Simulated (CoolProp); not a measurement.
The numbers come from the reference Helmholtz-energy equation of state, Thol 2021 in CoolProp.

Q: For chlorine, give the phase and the Z, cp (kJ/(kg K)), cv (kJ/(kg K)), expansivity (1/kK) at 41.95 °C and 1.74 MPa; 41.95 °C and 4.53 MPa; 41.95 °C and 19.1 MPa.

A: 
- 41.95 °C and 1.74 MPa: liquid; Z 0.0351, cp 1.02, cv 0.485, expansivity 2.53
- 41.95 °C and 4.53 MPa: liquid; Z 0.0908, cp 1.01, cv 0.484, expansivity 2.41
- 41.95 °C and 19.1 MPa: liquid; Z 0.371, cp 0.951, cv 0.483, expansivity 1.98
